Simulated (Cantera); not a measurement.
An adiabatic, constant-pressure homogeneous reactor starts with 8.93 % CH3OH, 19.1 % O2, 72.0 % N2, at 1500 K and 8.40 bar.

Computed with Cantera and GRI-Mech 3.0 (53 species, 325 reactions). GRI-Mech 3.0 was tuned for natural gas; its chemistry of methanol as a main component is partial and can be far from experiment.

x: mole fraction; the columns are a selection and need not sum to one.

```tsv
t (s)	T (K)	x CH3OH	x O2	x H2O	x CH2CO	x CH3	x CH2O	x HO2
7.00e-6	1500	0.0889	0.191	0.000181	4.90e-11	6.88e-6	0.000309	0.000150
1.54e-5	1502	0.0876	0.190	0.000922	3.47e-10	4.30e-6	0.00144	0.000351
3.39e-5	1578	[?]	[?]	[?]	[?]	[?]	[?]	[?]
7.47e-5	2719	<1e-12	0.0563	0.157	<1e-12	<1e-12	1.40e-10	1.92e-5
0.000164	2717	<1e-12	0.0555	0.157	<1e-12	<1e-12	1.39e-10	1.89e-5
0.000362	2713	<1e-12	0.0542	0.157	<1e-12	<1e-12	1.38e-10	1.84e-5
0.000797	2707	<1e-12	0.0521	0.158	<1e-12	<1e-12	1.36e-10	1.77e-5
0.00176	2701	<1e-12	0.0503	0.158	<1e-12	<1e-12	1.35e-10	1.70e-5
0.00387	2700	<1e-12	0.0498	0.158	<1e-12	<1e-12	1.35e-10	1.68e-5
0.00851	2699	<1e-12	0.0497	0.158	<1e-12	<1e-12	1.35e-10	1.68e-5
0.0187	2699	<1e-12	0.0497	0.158	<1e-12	<1e-12	1.35e-10	1.68e-5
0.0413	2699	<1e-12	0.0497	0.158	<1e-12	<1e-12	1.35e-10	1.68e-5
0.0908	2699	<1e-12	0.0497	0.158	<1e-12	<1e-12	1.35e-10	1.68e-5
0.200	2699	<1e-12	0.0497	0.158	<1e-12	<1e-12	1.35e-10	1.68e-5
```

**Question.** Complete the blanks.

**Answer.** 
- 3.39e-5, x CH3OH: 0.0618
- 3.39e-5, x O2: 0.173
- 3.39e-5, x H2O: 0.0223
- 3.39e-5, x CH2CO: 3.79e-8
- 3.39e-5, x CH3: 3.70e-6
- 3.39e-5, x CH2O: 0.0173
- 3.39e-5, x HO2: 0.00177
